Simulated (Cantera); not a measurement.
An isothermal, constant-pressure homogeneous reactor starts with 31.7 % H2, 66.1 % O2, 2.18 % H2O, equivalence ratio 0.24, at 1223 K and 20.0 Torr.

Detailed kinetics in Cantera: GRI-Mech 3.0 (53 species, 325 reactions). Radical loss at walls, strong at low pressure, is not modelled. The temperature is held fixed by assumption; the heat of reaction is taken as removed at once.

x: mole fraction; the columns are a selection and need not sum to one.

| t (s) | x H2 | x O2 | x H2O | x O | x H2O2 | x H | x HO2 |
|---|---|---|---|---|---|---|---|
| 0.000100 | 0.317 | 0.661 | 0.0218 | 1.23e-7 | 1.86e-10 | 3.12e-7 | (withheld) |
| 0.000293 | 0.317 | 0.661 | 0.0221 | 9.60e-5 | 4.31e-9 | 0.000239 | (withheld) |
| 0.000858 | 0.0218 | 0.514 | 0.263 | 0.0742 | 8.76e-7 | 0.112 | (withheld) |
| 0.00251 | 0.0129 | 0.557 | 0.340 | 0.0377 | 1.32e-6 | 0.0419 | (withheld) |
| 0.00737 | 0.00225 | 0.590 | 0.394 | 0.00598 | 1.28e-6 | 0.00258 | (withheld) |
| 0.0216 | 0.000190 | 0.596 | 0.402 | 0.000499 | 4.73e-7 | 6.15e-5 | (withheld) |
| 0.0632 | 2.36e-5 | 0.597 | 0.403 | 6.49e-5 | 1.48e-7 | 2.88e-6 | (withheld) |
| 0.185 | 4.58e-6 | 0.597 | 0.403 | 1.31e-5 | 4.95e-8 | 2.60e-7 | (withheld) |
| 0.543 | 1.15e-6 | 0.597 | 0.403 | 3.36e-6 | 1.71e-8 | 3.37e-8 | (withheld) |
| 1.59 | 3.35e-7 | 0.597 | 0.403 | 9.93e-7 | 6.09e-9 | 5.43e-9 | (withheld) |
| 4.66 | 1.18e-7 | 0.597 | 0.403 | 3.50e-7 | 2.45e-9 | 1.14e-9 | (withheld) |
| 13.7 | 6.85e-8 | 0.597 | 0.403 | 2.02e-7 | 1.55e-9 | 5.08e-10 | 3.02e-8 |
| 40.0 | 6.53e-8 | 0.597 | 0.403 | 1.92e-7 | 1.49e-9 | 4.74e-10 | 3.06e-8 |

### Question
Complete the blanks.

### Answer

- 0.000100, x HO2: 6.07e-8
- 0.000293, x HO2: 1.61e-6
- 0.000858, x HO2: 1.96e-5
- 0.00251, x HO2: 2.38e-5
- 0.00737, x HO2: 1.88e-5
- 0.0216, x HO2: 4.93e-6
- 0.0632, x HO2: 8.97e-7
- 0.185, x HO2: 2.06e-7
- 0.543, x HO2: 6.19e-8
- 1.59, x HO2: 2.93e-8
- 4.66, x HO2: 2.67e-8
